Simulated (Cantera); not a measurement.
An isothermal plug-flow reactor at 625 K and 760 Torr (inlet), inlet velocity 0.071 m/s, active area per volume 100 1/m; feed 0.461 % H₂, 1.27 % O₂, 91.1 % N₂, 7.15 % H₂O, equivalence ratio 0.18.

Cantera simulation using Deutschmann's 1995 Pt surface mechanism with GRI-Mech 3.0 gas chemistry; the numbers are that mechanism's predictions, not measurements. Catalytic surfaces can have several steady states; this one follows from the mechanism file's or the stated starting coverage. Mass transfer to the wall is taken as infinitely fast.

One state of this run: x H₂ = 8.32e-5; x O₂ = 0.0104; x H₂O = 0.0762; θ free Pt = 0.0145; θ O* = 0.974; θ OH* = 0.0114. x: gas mole fraction; θ: surface coverage.

Q: Which value of z (m) does it belong to?
A. 0.013
B. 0.00022
C. 0.0017
D. 0.0029

A: C, 0.0017
